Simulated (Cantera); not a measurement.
An isothermal, constant-pressure homogeneous reactor starts with 0.763 % NH3, 99.2 % N2, at 2423 K and 180000 Pa.

Model: the gas-phase N/H chemistry of the illustrative SiF4/NH3 mechanism in the Surface Chemkin manual (1991), integrated in Cantera. Walls and surfaces, which speed up NH3 decomposition in real reactors, are not modelled.

x: mole fraction; the columns are a selection and need not sum to one.

| t (s) | x NH3 | x H | x N2H4 | x N | x H2 | x NH | x N2 |
|---|---|---|---|---|---|---|---|
| 3.00e-5 | 0.00727 | (withheld) | 5.01e-9 | 4.75e-7 | 0.000211 | 9.35e-6 | 0.992 |
| 0.000145 | 0.00597 | (withheld) | 6.31e-9 | 4.23e-6 | 0.00207 | 2.50e-5 | 0.991 |
| 0.000702 | 0.00232 | (withheld) | 7.11e-10 | 9.04e-6 | 0.00771 | 2.11e-5 | 0.990 |
| 0.00340 | 3.57e-5 | (withheld) | 1.06e-12 | 4.67e-6 | 0.0111 | 3.34e-6 | 0.988 |
| 0.0164 | 1.31e-7 | 0.00127 | <1e-12 | 4.67e-7 | 0.0107 | 1.13e-7 | 0.988 |
| 0.0795 | 2.54e-8 | 0.00137 | <1e-12 | 1.17e-7 | 0.0107 | 2.59e-8 | 0.988 |
| 0.385 | 2.24e-8 | 0.00137 | <1e-12 | 1.03e-7 | 0.0107 | 2.29e-8 | 0.988 |
| 1.86 | 2.24e-8 | 0.00137 | <1e-12 | 1.03e-7 | 0.0107 | 2.29e-8 | 0.988 |
| 9.00 | 2.24e-8 | 0.00137 | <1e-12 | 1.03e-7 | 0.0107 | 2.29e-8 | 0.988 |

Question: Complete the blanks.

Answer: 
- 3.00e-5, x H: 1.53e-5
- 0.000145, x H: 5.55e-5
- 0.000702, x H: 0.000134
- 0.00340, x H: 0.000446
